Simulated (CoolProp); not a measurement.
trans-2-butene at 283.13 K and 0.114 MPa is compressed adiabatically to 0.561 MPa with isentropic efficiency 0.9. Each further row changes one setting.

Values from CoolProp's reference Helmholtz-energy equation of state, Lemmon 2005. It is a short technical equation, of lower accuracy than the large ones.

| case | work (kJ/kg) | final temperature (K) | final density (kg/m³) |
|---|---|---|---|
| as stated | [?] | [?] | 12.7 |
| efficiency 1 | [?] | [?] | [?] |
| efficiency 0.65 | [?] | [?] | [?] |

### Question
Some entries are withheld; supply them.

### Answer

- as stated, work (kJ/kg): 74.6
- as stated, final temperature (K): 338.4
- efficiency 1, work (kJ/kg): 67.2
- efficiency 1, final temperature (K): 334.5
- efficiency 1, final density (kg/m³): 12.9
- efficiency 0.65, work (kJ/kg): 103
- efficiency 0.65, final temperature (K): 353.4
- efficiency 0.65, final density (kg/m³): 11.9
